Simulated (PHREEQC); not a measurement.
Solution (25 °C): 1.5 mol/kgw MgCl2, 1.2 mol/kgw MnCl2 and 0.16 mol/kgw LiCl. Closed to the air; pH follows from the charge balance.

Computed with PHREEQC (Pitzer model, pitzer.dat).

Precipitation was switched off in this run.

**Question.** What pH, activity of water, osmotic coefficient does the model give?

**Answer.** pH 4.92; activity of water 0.774; osmotic coefficient 1.692.

Species that the database lacks are ignored. In brines, pH and single-ion activities rest on the MacInnes convention.
